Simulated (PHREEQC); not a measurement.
Consider water at 25 °C with 0.1 mol/kgw CuCl2, 0.01 mol/kgw H2SO4 and 0.0021 mol/kgw Na2SO4. It is in equilibrium with CO2 at log p = -1 (atm). Otherwise closed; pH follows from the charge balance.

Computed with PHREEQC (ion-association model, phreeqc.dat).

This is a speciation only: nothing precipitates in the calculation.

Question: Order these Cl species by the share of Cl that they hold, largest first: CuCl+, CuCl2, Cl-.

Answer: Cl- (93 %), CuCl+ (6.1 %), CuCl2 (0.54 %)

Question: Order these S species by the share of S that they hold, largest first: SO4-2, NaSO4-, HSO4-, CuSO4.

Answer: CuSO4 (44 %), SO4-2 (38 %), HSO4- (18 %), NaSO4- (0.20 %)

The pH is 1.85 and the ionic strength 0.285 mol/kgw.
